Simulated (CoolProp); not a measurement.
Propylene at 298.15 K and 0.135 MPa flows at 0.21 m/s in a round tube of 6 mm bore and 1.5 µm roughness, fully developed (64/Re and Nu = 3.66 if laminar; Colebrook and Gnielinski if turbulent). Each further row changes one setting.

Values from CoolProp's reference Helmholtz-energy equation of state, Lemmon 2013.

```tsv
case	Reynolds number	Darcy friction factor	pressure drop (Pa/m)	heat-transfer coefficient (W/(m² K))	mass flow (kg/h)
as stated	344	0.186	1.60	10.5	0.0499
velocity 0.42 m/s	688	0.0930	3.19	10.5	0.0999
diameter 12 mm	688	0.0930	0.399	5.23	0.200
```

Viscosity comes from a separate model (Huber 2003), an estimate that may be off by 10 % or more. Thermal conductivity comes from a separate model (Huber 2003), an estimate that may be off by 10 % or more.
